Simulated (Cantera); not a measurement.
Gas mixture: 8.88 % H2O, 91.1 % NO, at 760 Torr, frozen composition.

Cantera's kinetic-theory transport with the Lennard-Jones parameters of GRI-Mech 3.0, ideal gas; thermal conductivity in the mixture-averaged form. Polar gases are described roughly by these parameters. The composition is frozen, though it would react at the higher temperatures.

D: mixture-averaged diffusion coefficient of that species in the mixture.

```csv
T (K),ρ (kg/m³),cp (J/kg/K),μ (µPa s),λ (mW/m/K),Pr,D (cm²/s) CH3,D (cm²/s) H2O,D (cm²/s) O
400,0.882,1048,22.3,32.8,0.714,0.374,0.391,0.536
550,0.641,1081,?,?,0.708,?,?,?
700,0.504,1123,33.3,53.0,0.707,0.984,1.10,1.39
850,0.415,1163,38.1,62.7,0.707,1.37,1.55,1.92
1000,0.353,1197,?,?,0.706,?,?,?
1150,0.307,1222,46.7,81.1,0.704,2.27,2.62,3.18
```

Complete the blanks.


- 550, μ (µPa s): 28.1
- 550, λ (mW/m/K): 43.0
- 550, D (cm²/s) CH3: 0.651
- 550, D (cm²/s) H2O: 0.709
- 550, D (cm²/s) O: 0.924
- 1000, μ (µPa s): 42.5
- 1000, λ (mW/m/K): 72.1
- 1000, D (cm²/s) CH3: 1.80
- 1000, D (cm²/s) H2O: 2.06
- 1000, D (cm²/s) O: 2.52
